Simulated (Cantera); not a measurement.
## Silicon carbide growth: SiHCl3 + C2H4 + H2 + C3H8

Input: 1 mol SiHCl3, 1.1 mol C2H4, 2 mol H2, 0.21 mol C3H8, equilibrated at 0.00600 bar.

These are equilibrium values from Cantera (NASA tables, ideal gas, pure condensed phases), not measurements of a reactor. Candidate condensed phases: C, C6H6, C7H8, C8H18, Si, SiC; 109 gas species. The tables' values for SiCl, SiCl3 are old estimates; treat these amounts as uncertain. Gases not in the tables: Si2H6 and higher silanes. Kinetics and transport are ignored.

```csv
T (°C),x H2,x HCl,x H,x Cl,x SiCl2,x Si,n C(graphite),n SiC(s)
1150,0.582,0.412,6.54e-5,3.80e-5,0.00467,1.35e-9,1.87,0.957
1250,0.583,0.408,0.000228,0.000128,0.00745,2.39e-8,1.89,0.941
1350,0.585,0.402,0.000683,0.000369,0.0110,2.96e-7,1.91,0.918
1450,0.589,0.393,0.00181,0.000934,0.0151,2.73e-6,1.94,0.890
1550,0.591,0.382,0.00430,0.00212,0.0198,1.97e-5,1.97,0.857
1650,0.592,0.369,0.00936,0.00438,0.0246,0.000115,2.00,0.821
1750,0.590,0.352,0.0188,0.00835,0.0292,0.000566,2.04,0.781
1850,0.580,0.331,0.0353,0.0148,0.0332,0.00238,2.08,0.728
1950,0.559,0.303,0.0618,0.0244,0.0357,0.00881,2.16,0.627
2050,0.516,0.265,0.101,0.0372,0.0356,0.0291,2.34,0.357
```
x: gas mole fraction; n: condensed amount in mol.

From 1150 °C to 2050 °C the condensed part is C(graphite) + SiC(s). The main Si-bearing gas is SiCl2 throughout. The share of Si in condensed phases is highest at 1150 °C (95.7 %) and lowest at 2050 °C (35.7 %).
